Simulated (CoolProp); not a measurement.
Saturation properties of CHF3 (R23).

The numbers come from the reference Helmholtz-energy equation of state, Penoncello 2003 in CoolProp.

| T (K) | p (MPa) | enthalpy of vaporisation (kJ/kg) | liquid cp (kJ/(kg K)) | vapour Z |
|---|---|---|---|---|
| 206.1 | 0.2241 | 226.5 | 1.270 | 0.9292 |
| 211 | 0.2827 | 222.0 | 1.283 | 0.9178 |
| 215.9 | 0.3525 | 217.3 | 1.298 | 0.9053 |
| 220.8 | 0.4347 | 212.4 | 1.316 | 0.8916 |
| 225.7 | 0.5307 | 207.3 | 1.335 | 0.8766 |
| 230.6 | 0.6421 | 201.9 | 1.358 | 0.8604 |
| 235.5 | 0.7702 | 196.3 | 1.384 | 0.8427 |
| 240.4 | 0.9166 | 190.3 | 1.413 | 0.8237 |
| 245.3 | 1.083 | 184.0 | 1.448 | 0.8030 |
| 250.2 | 1.271 | 177.2 | 1.488 | 0.7807 |
| 255.1 | 1.482 | 170.0 | 1.537 | 0.7566 |
| 260 | 1.719 | 162.2 | 1.597 | 0.7305 |
| 264.9 | 1.983 | 153.8 | 1.671 | 0.7021 |
| 269.8 | 2.276 | 144.5 | 1.768 | 0.6711 |
| 274.7 | 2.601 | 134.3 | 1.900 | 0.6369 |

It boils at 191.1 K under 1 atm.
